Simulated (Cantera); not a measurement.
A closed system holds: 1 mol CuO, a varied amount of CH₄, 1.8 mol CO, at 2198 K and 0.133 bar.

Cantera equilibrium calculation (NASA polynomials, part measured and part estimated; ideal gas, pure solids and liquids). Candidate condensed phases: C, C₆H₆, C₇H₈, C₈H₁₈, Cu, CuO, Cu(OH)₂, Cu₂O, H₂O; 113 gas species. Rates play no part.

Task: At 2.1 mol CH₄, list the 6 most abundant gas species with their mole fractions, and the condensed phases.

Result: H₂ 0.516, CO 0.348, Cu 0.123, H 0.0110, C₂H₂ (acetylene) 0.00131, Cu₂ 0.000669. Condensed: C(graphite).
